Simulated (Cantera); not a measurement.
A closed system holds: 1 mol MgSO4, 0.78 mol CO2, 5.8 mol H2, 0.12 mol C, at 625 K.

Method: chemical equilibrium by Gibbs-energy minimisation in Cantera with the NASA 1993 tables (ideal gas, pure condensed phases). Candidate condensed phases: C, C6H6, C7H8, C8H18, H2O, H2SO4, Mg, MgCO3, MgO, Mg(OH)2, MgS, MgSO4, S; 130 gas species. Kinetics and transport are ignored.

Task: Which condensed phases are stable at each of these points (P (Pa)): 10, 42, 180, 750, 3200, 13000, 56000, 240000, 1000000?

Result: 
```json
[
 {"P (Pa)": "10", "condensed phases": "MgO(s)", "Mg condensed (%)": "100.0"},
 {"P (Pa)": "42", "condensed phases": "MgO(s)", "Mg condensed (%)": "100.0"},
 {"P (Pa)": "180", "condensed phases": "MgO(s)", "Mg condensed (%)": "100.0"},
 {"P (Pa)": "750", "condensed phases": "MgO(s)", "Mg condensed (%)": "100.0"},
 {"P (Pa)": "3200", "condensed phases": "MgO(s)", "Mg condensed (%)": "100.0"},
 {"P (Pa)": "13000", "condensed phases": "MgO(s)", "Mg condensed (%)": "100.0"},
 {"P (Pa)": "56000", "condensed phases": "MgO(s)", "Mg condensed (%)": "100.0"},
 {"P (Pa)": "240000", "condensed phases": "MgO(s)", "Mg condensed (%)": "100.0"},
 {"P (Pa)": "1000000", "condensed phases": "MgCO3(s) + MgO(s)", "Mg condensed (%)": "100.0"}
]
```

From 10.0 Pa to 2.40 bar the condensed part is MgO(s). At 10.0 bar the condensed part is MgCO3(s) + MgO(s).
